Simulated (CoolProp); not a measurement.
Vapour-liquid equilibrium of R114 (1) + benzene (2) at 334.5 K; x and y are mole fractions of (1).

Model: multi-fluid Helmholtz-energy mixture model, Platzer 1990 and Thol 2012; pair parameters Bell 2016, in CoolProp. This equation is an older, rougher fit; its heat capacities, sound speeds and derivatives of the liquid may be far off and weren't checked against measurements.

```tsv
x	bubble pressure, mixture model (bar)	bubble pressure, Raoult's law (bar)	y, mixture model	y, Raoult's law
0.05	1.254	0.8203	0.573	0.365
0.125	2.067	1.229	0.751	0.610
0.2	2.665	1.637	0.814	0.732
0.275	3.118	2.046	0.848	0.806
0.35	3.475	2.455	0.869	0.855
0.425	3.774	2.863	0.885	0.890
0.5	4.041	3.272	0.898	0.916
0.575	4.294	3.680	0.911	0.937
0.65	4.548	4.089	0.923	0.953
0.725	4.813	4.498	0.936	0.966
0.8	5.097	4.906	0.951	0.978
0.875	5.407	5.315	0.967	0.987
0.95	5.749	5.723	0.986	0.995
```

The largest gap from Raoult's law is +68.2 % in bubble pressure, at x = 0.125. No azeotrope shows between x = 0.05 and 0.95.

Pair parameters are fitted to limited data, so mixtures are less certain than the pure fluids. With so large a gap from Raoult's law the liquid may split in two, which this calculation doesn't test in full.
